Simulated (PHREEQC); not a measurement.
Solution (53 °C): 0.031 mol KH2PO4, 0.13 mol HF and 2.1e-05 mol H4SiO4 per kg of water. Closed to the air; pH follows from the charge balance.

Model: ion-association model, phreeqc.dat, run in PHREEQC.

### Question
The ionic strength comes out as 0.0359 mol/kgw. What activity coefficients do H2PO4-, K+, SiF6-2, HF2-, H+ get?

### Answer
H2PO4- 0.84, K+ 0.83, SiF6-2 0.49, HF2- 0.83, H+ 0.86.

Precipitation was switched off in this run. Constants without temperature data keep their 25 °C values here. SiF6-2 is the database's only silicon fluoride.
